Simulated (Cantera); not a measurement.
Cantera run, input and output.

```python
import numpy as np
import cantera as ct

gas = ct.Solution("gri30.yaml")
gas.TPX = 325, 500000, {'CH4': 1, 'C2H6': 0.25, 'O2': 2.88, 'N2': 22.4}
inlet = ct.Reservoir(gas, clone=True)
gas.equilibrate("HP")  # start burning
reactor = ct.IdealGasConstPressureReactor(gas, energy="on", clone=False)
exhaust = ct.Reservoir(gas, clone=True)
tau = [0.032, 0.012, 0.0045, 0.0017, 0.00062, 0.00023, 8.5e-05, 3.2e-05, 1.2e-05][0]
for a, b in ((inlet, reactor), (reactor, exhaust)):
    ct.MassFlowController(a, b, mdot=lambda t: reactor.mass / tau)
net = ct.ReactorNet([reactor])
show = ['CH4', 'C2H6', 'O2', 'N2O', 'H2O']

rows = []
print(f"{'tau/s':>10s}{'T/K':>9s}" + "".join(f"{s:>11s}" for s in show))
for tau in [0.032, 0.012, 0.0045, 0.0017, 0.00062, 0.00023, 8.5e-05, 3.2e-05, 1.2e-05]:
    net.initial_time = 0.0
    net.advance(30 * tau)
    before = gas.X
    net.advance(40 * tau)
    drift = np.max(np.abs(gas.X - before) / (gas.X + 1e-9))
    rows.append([gas.T, *gas[show].X, drift])
    print(f"{tau:10.3e}{gas.T:9.1f}" + "".join(f"{x:11.3e}" for x in gas[show].X))
```

Output:

```
     tau/s      T/K        CH4       C2H6         O2        N2O        H2O
 3.200e-02   1567.3  4.318e-05  1.898e-06  1.989e-03  2.094e-07  1.016e-01
 1.200e-02   1551.1  1.103e-04  4.838e-06  3.130e-03  2.151e-07  1.009e-01
 4.500e-03    325.0  3.769e-02  9.423e-03  1.086e-01 -7.557e-22 -3.874e-16
 1.700e-03    325.0  3.769e-02  9.423e-03  1.086e-01 -1.459e-24 -7.479e-19
 6.200e-04    325.0  3.769e-02  9.423e-03  1.086e-01 -9.217e-26 -4.724e-20
 2.300e-04    325.0  3.769e-02  9.423e-03  1.086e-01 -5.822e-27 -2.984e-21
 8.500e-05    325.0  3.769e-02  9.423e-03  1.086e-01 -3.678e-28 -1.885e-22
 3.200e-05    325.0  3.769e-02  9.423e-03  1.086e-01 -2.323e-29 -1.191e-23
 1.200e-05    325.0  3.769e-02  9.423e-03  1.086e-01 -1.467e-30 -7.521e-25
```

Computed with Cantera and GRI-Mech 3.0 (53 species, 325 reactions).
